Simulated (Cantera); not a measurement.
Input: 1 mol BN, 1.4 mol H2O, 7.9 mol N2, equilibrated at 1752 °C and 323 Torr.

These are equilibrium values from Cantera (NASA tables, ideal gas, pure condensed phases), not measurements of a reactor. Candidate condensed phases: B, BN, B2O3, B3O3H3, H2O; 39 gas species. Equilibrium is a limit: real reactors are often held back by kinetics, nucleation or transport.

Base state: N2 0.814, H2 0.121, B2O3 0.0274, HBO 0.0169, HBO2 0.0109, B2O2 0.00618, BO 0.00202, H 0.00102 (mole fractions); condensed: gas only.

Problem. What changes in the equilibrium state with this change: pressure from 323 Torr to 100 Torr?

Solution. 
```json
[
 {"species": "N2", "before": "0.814", "after": "0.813"},
 {"species": "H2", "before": "0.121", "after": "0.120"},
 {"species": "B2O3", "before": "0.0274", "after": "0.0271"},
 {"species": "BO", "before": "0.00202", "after": "0.00352"},
 {"species": "H", "before": "0.00102", "after": "0.00183"},
 {"species": "HBO", "before": "0.0169", "after": "0.0163"},
 {"species": "HBO2", "before": "0.0109", "after": "0.0111"},
 {"species": "BO2", "before": "1.16e-5", "after": "2.13e-5"},
 {"species": "B2O2", "before": "0.00618", "after": "0.00582"}
]
```
